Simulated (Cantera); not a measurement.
Charge: 1 mol PbO, 0.029 mol O2, 0.43 mol H2, held at 1.00 bar.

These are equilibrium values from Cantera (NASA tables, ideal gas, pure condensed phases), not measurements of a reactor. Candidate condensed phases: H2O, Pb, PbO, PbO2, Pb3O4; 12 gas species. Mutual solubility and eutectic melting of coexisting phases are not modelled. Kinetics and transport are ignored. All values below are at 1150 K.

Base state: H2O 0.999, Pb 0.000290, H2 0.000240, PbO 2.28e-5 (mole fractions); condensed: Pb(l) + PbO(yellow).

Question: What changes in the equilibrium state with this change: 0.022 mol CH4 added?

Answer: 
```json
[
 {"species": "H2O", "before": "0.999", "after": "0.955"},
 {"species": "CO2", "before": "0", "after": "0.0443"},
 {"species": "Pb", "before": "0.000290", "after": "0.000290"},
 {"species": "CO", "before": "0", "after": "1.27e-5"},
 {"species": "H2", "before": "0.000240", "after": "0.000230"},
 {"species": "PbO", "before": "2.28e-5", "after": "2.28e-5"},
 {"species": "Pb(l), mol", "before": "0.372", "after": "0.460"},
 {"species": "PbO(yellow), mol", "before": "0.628", "after": "0.540"}
]
```
Further candidate phases: C, C6H6, C7H8, C8H18.
